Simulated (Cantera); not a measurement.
# Equilibrium for silicon nitride deposition: Si₂Cl₆ + N₂ + H₂

A closed system holds: 1 mol Si₂Cl₆, 3.8 mol N₂, a varied amount of H₂, held at 1100 °C and 0.00133 bar.

Method: chemical equilibrium by Gibbs-energy minimisation in Cantera with the NASA 1993 tables (ideal gas, pure condensed phases). Candidate condensed phases: NH₄Cl, Si, Si₃N₄; 28 gas species. The feed counts by its element totals alone. N₂ is the only nitrogen source here; it is nearly inert below about 1500 K, so the nitride shown seldom forms there in practice. The tables' values for SiCl₃ are old estimates; treat these amounts as uncertain. Equilibrium is a limit: real reactors are often held back by kinetics, nucleation or transport.

```csv
n(H₂) (mol),x H₂,x HCl,x N₂,x SiCl₂,x SiCl₃,x SiCl₄,x SiHCl₃,x H,n Si₃N₄(s)
3.3,0.171,0.371,0.343,0.0827,0.0165,0.0153,0.000445,3.78e-5,0.312
4.7,0.256,0.375,0.287,0.0634,0.0105,0.00797,0.000344,4.62e-5,0.376
6.1,0.329,0.361,0.248,0.0504,0.00704,0.00455,0.000263,5.25e-5,0.419
7.4,0.388,0.342,0.220,0.0418,0.00511,0.00289,0.000207,5.69e-5,0.446
8.8,0.442,0.322,0.196,0.0349,0.00376,0.00187,0.000163,6.07e-5,0.468
10,0.481,0.304,0.180,0.0305,0.00297,0.00134,0.000134,6.34e-5,0.483
12,0.536,0.278,0.157,0.0249,0.00210,0.000821,0.000100,6.69e-5,0.501
13,0.560,0.266,0.148,0.0227,0.00180,0.000658,8.76e-5,6.84e-5,0.509
14,0.581,0.255,0.140,0.0209,0.00155,0.000535,7.71e-5,6.97e-5,0.515
16,0.619,0.235,0.127,0.0179,0.00119,0.000366,6.09e-5,7.19e-5,0.526
17,0.635,0.226,0.121,0.0166,0.00105,0.000307,5.45e-5,7.28e-5,0.530
19,0.664,0.210,0.110,0.0146,0.000836,0.000222,4.43e-5,7.45e-5,0.538
```
x: gas mole fraction; n: condensed amount in mol.

From 3.3 mol H₂ to 19 mol H₂ the condensed part is Si₃N₄(s). The main Si-bearing gas is SiCl₂ throughout. The share of Si in condensed phases is highest at 19 mol H₂ (80.7 %) and lowest at 3.3 mol H₂ (46.8 %).
